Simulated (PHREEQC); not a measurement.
Consider water at 25 °C with 0.2 mol/kgw Mn(NO3)2. Closed to the air; pH follows from the charge balance.

Model: ion-association model, phreeqc.dat, run in PHREEQC.

This is a speciation only: nothing precipitates in the calculation.

### Question
Predict the pH.

### Answer
pH 5.94.

### Question
In which forms is N present?

### Answer
NO3- 96 %, Mn(NO3)2 4.2 % of the N.

Species that the database lacks are ignored.
